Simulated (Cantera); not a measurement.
**Stirred combustor or abatement burner**

A perfectly stirred reactor is fed with CH4 : C2H6 : C3H8 : O2 : N2 = 1 : 0.066 : 0.11 : 5.25 : 19.7 (molar parts), equivalence ratio 0.53, at 750 Torr; it is adiabatic with a 625 K inlet, and is followed from long to short residence time, starting on the burning branch (τ in s: 0.05, 0.024, 0.011, 0.0053, 0.0025, 0.0012, 0.00056, 0.00027, 0.00013, 6e-05, 2.8e-05, 1.3e-05, 6.3e-06).

Detailed kinetics in Cantera: GRI-Mech 3.0 (53 species, 325 reactions).

```
τ (s)    T (K)     x CH4   x C2H6   x C3H8   x C2H4    x HCN    x N2O   x H2O2
-------  -----  --------  -------  -------  -------  -------  -------  -------
0.050     1797   1.01e-5  1.59e-7  2.62e-7  1.38e-6  4.63e-9  5.90e-7  8.51e-8
0.024     1791   1.61e-5  2.62e-7  4.37e-7  2.09e-6  5.47e-9  6.73e-7  1.14e-7
0.011     1782   2.64e-5  4.41e-7  7.38e-7  3.16e-6  6.88e-9  6.95e-7  1.55e-7
0.0053    1769   4.23e-5  7.15e-7  1.19e-6  4.56e-6  9.19e-9  6.56e-7  2.06e-7
0.0025    1750   7.02e-5  1.19e-6  1.95e-6  6.58e-6  1.35e-8  5.81e-7  2.77e-7
0.0012    1722  0.000120  2.02e-6  3.24e-6  9.52e-6  2.10e-8  4.96e-7  3.72e-7
0.00056   1680  0.000224  3.74e-6  5.86e-6  1.49e-5  3.45e-8  4.08e-7  5.15e-7
0.00027   1621  0.000473  7.80e-6  1.19e-5  2.74e-5  5.71e-8  3.18e-7  7.33e-7
0.00013    625    0.0383  0.00253  0.00421   <1e-12   <1e-12   <1e-12   <1e-12
6.0e-5     625    0.0383  0.00253  0.00421   <1e-12   <1e-12   <1e-12   <1e-12
2.8e-5     625    0.0383  0.00253  0.00421   <1e-12   <1e-12   <1e-12   <1e-12
1.3e-5     625    0.0383  0.00253  0.00421   <1e-12   <1e-12   <1e-12   <1e-12
6.3e-6     625    0.0383  0.00253  0.00421   <1e-12   <1e-12   <1e-12   <1e-12
```
x: mole fraction; the columns are a selection and need not sum to one.
